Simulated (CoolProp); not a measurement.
Vapour-liquid equilibrium of ethane (1) + n-butane (2) at 235.3 K; x and y are mole fractions of (1).

Model: multi-fluid Helmholtz-energy mixture model, Bücker 2006 and Bücker 2006; pair parameters Kunz 2012, in CoolProp.

| x | bubble pressure, mixture model (MPa) | bubble pressure, Raoult's law (MPa) | y, mixture model | y, Raoult's law |
|---|---|---|---|---|
| 0.05 | 0.05530 | 0.05959 | 0.670 | 0.699 |
| 0.15 | 0.1313 | 0.1411 | 0.871 | 0.886 |
| 0.25 | 0.2101 | 0.2226 | 0.926 | 0.936 |
| 0.35 | 0.2905 | 0.3040 | 0.952 | 0.960 |
| 0.45 | 0.3715 | 0.3855 | 0.967 | 0.973 |
| 0.55 | 0.4524 | 0.4670 | 0.976 | 0.982 |
| 0.65 | 0.5333 | 0.5485 | 0.983 | 0.988 |
| 0.75 | 0.6148 | 0.6299 | 0.989 | 0.993 |
| 0.85 | 0.6984 | 0.7114 | 0.994 | 0.996 |
| 0.95 | 0.7866 | 0.7929 | 0.998 | 0.999 |

The largest gap from Raoult's law is -7.2 % in bubble pressure, at x = 0.05. No azeotrope shows between x = 0.05 and 0.95.

Pair parameters are fitted to limited data, so mixtures are less certain than the pure fluids.
